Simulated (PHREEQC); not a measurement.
Consider water at 75 °C with 0.115 mol CdSO4, 1.3 mol HBr and 0.0072 mol Mn(NO3)2 per kg of water. Closed to the air; pH follows from the charge balance.

Computed with PHREEQC (ion-association model, phreeqc.dat).

```
Item                     Result
-----------------  ------------
pH                         0.07
ionic strength     1.25 mol/kgw
activity of water         0.957
density             1.066 g/cm³
total alkalinity   -1300 meq/kg
```

```json
[
 {"species": "H+", "molality": "1.19", "activity": "0.853", "log γ": "-0.144"},
 {"species": "Br-", "molality": "1.11", "activity": "0.560", "log γ": "-0.296"},
 {"species": "HSO4-", "molality": "0.112", "activity": "0.0920", "log γ": "-0.086"},
 {"species": "CdBr2", "molality": "0.0789", "activity": "0.105", "log γ": "0.125"},
 {"species": "CdBr+", "molality": "0.0351", "activity": "0.0288", "log γ": "-0.086"},
 {"species": "NO3-", "molality": "0.0144", "activity": "0.00728", "log γ": "-0.296"}
]
```

No solid was allowed to form. Caution: at this ionic strength the ion-association model is outside its range; a Pitzer model would be the better tool where its parameters exist. At this temperature some constants are extrapolated from 25 °C, and those without enthalpy data are left unchanged.
